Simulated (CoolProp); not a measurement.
Vapour-liquid equilibrium of CH2F2 (R32) (1) + methanol (2) at 318.5 K; x and y are mole fractions of (1).

Values from CoolProp's multi-fluid Helmholtz-energy mixture model, Tillner-Roth 1997 and de Reuck 1993; pair parameters Bell 2016.

**Question.** Give the bubble pressure and the first vapour's composition at x = 0.65, 0.725, 0.95. Is there an azeotrope?

**Answer.** x = 0.65: 2.092 MPa, y = 0.976; x = 0.725: 2.178 MPa, y = 0.978; x = 0.95: 2.640 MPa, y = 0.993. No azeotrope shows between x = 0.05 and 0.95.

The pair parameters rest on a limited set of measurements; away from them the model extrapolates. The gap from Raoult's law changes sign with composition, which may be real or a fault of the pair parameters; it wasn't checked against measurements. With so large a gap from Raoult's law the liquid may split in two, which this calculation doesn't test in full.
